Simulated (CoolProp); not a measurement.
Ammonia along the isobar 3.87 bar: Z from the reference equation and from simpler models built on Tc = 405.6 K, pc = 113.6 bar, ω = 0.256; each cubic takes its own stable root.

Model: reference Helmholtz-energy equation of state, Gao 2020, in CoolProp.

| T (K) | phase | reference |
|---|---|---|
| 202.7 | liquid | 0.005389 |
| 232 | liquid | 0.004942 |
| 261.4 | liquid | 0.004634 |
| 290.7 | gas | 0.9537 |
| 320.1 | gas | 0.9690 |
| 349.5 | gas | 0.9779 |
| 378.8 | gas | 0.9837 |
| 408.2 | gas | 0.9876 |
| 437.5 | gas | 0.9904 |
| 466.9 | gas | 0.9924 |
| 496.2 | gas | 0.9940 |

How far does each simpler model (Redlich-Kwong, Soave-Redlich-Kwong, Peng-Robinson) lie from the reference over these 11 states: mean and median of the absolute difference, and the worst?


- Redlich-Kwong: mean 1879.0 %, median 0.4 %, worst +20605.7 % at 261.4 K and 3.87 bar
- Soave-Redlich-Kwong: mean 7.5 %, median 0.3 %, worst +27.2 % at 202.7 K and 3.87 bar
- Peng-Robinson: mean 3.5 %, median 0.2 %, worst +13.1 % at 202.7 K and 3.87 bar

At some of these states Redlich-Kwong gives the other phase, because its saturation line lies elsewhere.
